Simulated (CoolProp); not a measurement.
Vapour-liquid equilibrium of cyclohexane (1) + m-xylene (2) at 0.175 MPa; x and y are mole fractions of (1).

Values from CoolProp's multi-fluid Helmholtz-energy mixture model, Zhou 2014 and Zhou 2012; pair parameters Bell 2016.

```csv
x,bubble temperature (K),y at the bubble point,dew temperature at overall composition x (K),liquid density (mol/L)
0.05,426.9,0.188,432.1,7.003
0.15,415.3,0.449,428.4,7.177
0.25,406.2,0.612,424.4,7.331
0.35,399.0,0.719,420.0,7.472
0.45,393.3,0.793,415.2,7.604
0.55,388.5,0.848,409.9,7.730
0.65,384.5,0.891,403.8,7.855
0.75,380.9,0.926,396.7,7.981
0.85,377.7,0.957,388.3,8.109
0.95,374.7,0.986,378.5,8.242
```

No azeotrope shows between x = 0.05 and 0.95.

The pair parameters rest on a limited set of measurements; away from them the model extrapolates.
